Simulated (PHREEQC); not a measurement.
A solution holds 12 mmol/kgw HF and 0.28 mmol/kgw NaF, at 25 °C. Closed to the air; pH follows from the charge balance.

Computed with PHREEQC (ion-association model, phreeqc.dat).

No solid was allowed to form.

Question: Order these F species by the share of F that they hold, largest first: HF, F-, HF2-.

Answer: HF (76 %), F- (22 %), HF2- (1.6 %)

The pH is 2.62 and the ionic strength 0.00283 mol/kgw. Complexes and solids missing from the database can't appear.
